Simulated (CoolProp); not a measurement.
A single-stage vapour-compression cycle with R245fa: evaporating at 314.15 K (dew point), condensing at 377.15 K (bubble point), superheat 8 K, subcooling 0 K, compressor efficiency 0.85, no pressure losses. Each further row changes one setting.

The numbers come from the reference Helmholtz-energy equation of state, Akasaka 2015 in CoolProp.

```csv
case,cooling COP,pressure ratio,discharge temperature (K),refrigerating effect (kJ/kg),volumetric capacity (kJ/m³)
as stated,2.71,5.33,378.2,97.0,1360
evaporating temperature 319.15 K,3.11,4.54,378.6,101,1640
condensing temperature 372.15 K,3.12,4.78,373.7,105,1470
subcooling 5 K,2.93,5.33,378.2,105,1470
superheat 18 K,2.84,5.33,387.2,107,1430
compressor efficiency 0.75,2.39,5.33,381.9,97.0,1360
```
